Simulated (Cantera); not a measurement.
Charge: 1 mol Si, 1.3 mol HCl, 6.9 mol H2, held at 1100000 Pa.

Method: chemical equilibrium by Gibbs-energy minimisation in Cantera with the NASA 1993 tables (ideal gas, pure condensed phases). Candidate condensed phases: Si; 19 gas species. The tables' values for SiCl3 are old estimates; treat these amounts as uncertain. Gases not in the tables: Si2H6 and higher silanes. Rates play no part.

x: gas mole fraction; n: condensed amount in mol.

| T (K) | x H2 | x HCl | x SiHCl3 | x SiCl2 | x SiCl4 | x SiCl3 | x SiH2Cl2 | n Si(s) |
|---|---|---|---|---|---|---|---|---|
| 775 | 0.948 | 0.000349 | 0.0300 | 1.21e-7 | 0.0170 | 3.82e-6 | ___ | 0.601 |
| 875 | 0.948 | 0.00124 | 0.0290 | 2.06e-6 | 0.0173 | 2.48e-5 | 0.00445 | 0.602 |
| 975 | 0.946 | 0.00335 | 0.0279 | 1.92e-5 | 0.0173 | 0.000108 | 0.00472 | 0.607 |
| 1075 | 0.943 | 0.00747 | 0.0266 | 0.000116 | 0.0169 | 0.000352 | 0.00488 | 0.616 |
| 1175 | 0.939 | 0.0143 | 0.0247 | 0.000498 | 0.0160 | 0.000902 | 0.00489 | 0.630 |
| 1275 | 0.931 | 0.0242 | 0.0219 | 0.00163 | 0.0141 | 0.00188 | 0.00471 | 0.649 |
| 1375 | 0.921 | 0.0368 | 0.0182 | 0.00424 | 0.0114 | 0.00325 | ___ | 0.670 |
| 1475 | 0.910 | 0.0506 | 0.0137 | 0.00887 | 0.00805 | 0.00458 | ___ | 0.688 |
| 1575 | 0.899 | 0.0633 | 0.00909 | 0.0151 | 0.00479 | 0.00526 | ___ | 0.700 |
| 1675 | 0.891 | 0.0727 | 0.00535 | 0.0214 | 0.00242 | 0.00499 | ___ | 0.705 |

What belongs in the gaps?


- 775, x SiH2Cl2: 0.00406
- 1375, x SiH2Cl2: 0.00430
- 1475, x SiH2Cl2: 0.00366
- 1575, x SiH2Cl2: 0.00285
- 1675, x SiH2Cl2: 0.00204
